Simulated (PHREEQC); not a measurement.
Consider water at 25 °C with 0.72 mol/kgw CaCl2, 0.018 mol/kgw H3BO3 and 1.9 mol/kgw KBr. It is in equilibrium with CO2 at log p = 0 (atm). Otherwise closed; pH follows from the charge balance.

Model: Pitzer model, pitzer.dat, run in PHREEQC.

Problem. The ionic strength comes out as 4.06 mol/kgw. What activity coefficients do K+, Br-, H+, CaB(OH)4+, Cl- get?

Solution. K+ 0.65, Br- 0.68, H+ 2.0, CaB(OH)4+ 0.57, Cl- 0.58. Single-ion values are on the MacInnes scale.

No solid was allowed to form. In brines, pH and single-ion activities rest on the MacInnes convention.
